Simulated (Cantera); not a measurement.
Feed: 1 mol Si₃N₄, 2.8 mol N₂O, 900 mol H₂, held at 1325 K.

Method: chemical equilibrium by Gibbs-energy minimisation in Cantera with the NASA 1993 tables (ideal gas, pure condensed phases). Candidate condensed phases: H₂O, Si, SiO₂, Si₂N₂O, Si₃N₄; 35 gas species. Mutual solubility and eutectic melting of coexisting phases are not modelled. The tables hold silica as quartz up to 1696 K and as liquid above; real silica turns to tridymite and cristobalite and melts near 1996 K. The numbers say what is thermodynamically allowed, not how fast it happens.

Question: At 10.0 bar, list the 4 most abundant gas species with their mole fractions, and the condensed phases.

Answer: H₂ 0.996, N₂ 0.00404, H₂O 0.000172, NH₃ 7.10e-5. Condensed: SiO₂(β-quartz) + Si₂N₂O(s).
